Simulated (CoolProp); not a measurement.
Saturated liquid density (kg/m³) of hydrogen sulfide: the reference equation beside estimates from Tc = 373.1 K, pc = 8.999 MPa, ω = 0.101. Rackett uses Z = 0.29056 − 0.08775 ω.

Computed with CoolProp (reference Helmholtz-energy equation of state, Lemmon 2006). It is a short technical equation, of lower accuracy than the large ones.

| T (K) | reference | Rackett | Soave-Redlich-Kwong | Peng-Robinson |
|---|---|---|---|---|
| 231.5 | 915.7 | 916.9 | 886.7 | 1002 |
| 235.7 | 907.9 | 909.4 | 878.7 | 993.2 |
| 239.8 | 900.2 | 901.9 | 870.7 | 984.5 |
| 244 | 892.2 | 894.2 | 862.4 | 975.4 |
| 248.1 | 884.3 | 886.6 | 854.0 | 966.2 |
| 252.3 | 876.1 | 878.6 | 845.2 | 956.6 |
| 256.5 | 867.7 | 870.5 | 836.2 | 946.6 |
| 260.6 | 859.4 | 862.5 | 827.2 | 936.7 |
| 264.8 | 850.8 | 854.2 | 817.7 | 926.2 |
| 268.9 | 842.2 | 845.9 | 808.2 | 915.6 |
| 273.1 | 833.2 | 837.2 | 798.1 | 904.5 |

Absolute difference from the reference over all 11 rows, mean and median: Rackett 0.3 and 0.3 %, Soave-Redlich-Kwong 3.6 and 3.5 %, Peng-Robinson 9.1 and 9.2 %.
